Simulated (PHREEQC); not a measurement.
## Spent oxide etchant (model solution)

A solution holds 0.019 mol/kgw NH4HF2, 0.015 mol/kgw (NH4)2SiF6, 0.00051 mol/kgw H3PO4 and 0.25 mol/kgw HCl, at 87 °C. Closed to the air; pH follows from the charge balance.

All values are PHREEQC results (ion-association model, wateq4f.dat), not measurements.

This is a speciation only: nothing precipitates in the calculation.

Task: Estimate the pH.

Result: pH 0.77.

Task: In which forms is Si present?

Result: SiF6-2 81 %, H4SiO4 19 % of the Si.

The solution is supersaturated, for example in Quartz (slow to form), Chalcedony (slow to form), so a real one may precipitate; this is no full list. H3PO4, which wateq4f.dat lacks, is added to it with the constant of phreeqc.dat. Constants without temperature data keep their 25 °C values here. SiF6-2 is the database's only silicon fluoride.
